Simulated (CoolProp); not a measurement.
Properties of fluoroethane (R161) at several states (Tc = 375.2 K, pc = 50.10 bar, ω = 0.216).

Model: reference Helmholtz-energy equation of state, Wu 2012, in CoolProp.

| T (K) | p (bar) | phase | density (kg/m³) | cp (kJ/(kg K)) | speed of sound (m/s) | expansivity (1/kK) | fugacity coefficient |
|---|---|---|---|---|---|---|---|
| 174.1 | 0.63 | liquid | 899.7 | 1.975 | 1476 | 1.432 | 0.02879 |
| 293.8 | 34.6 | liquid | 727.9 | 2.216 | 747.4 | 2.680 | 0.2213 |
| 399.7 | 0.241 | gas | 0.3490 | 1.546 | 278.8 | 2.513 | 0.9986 |
| 342.1 | 0.168 | gas | 0.2843 | 1.373 | 259.9 | 2.939 | 0.9984 |
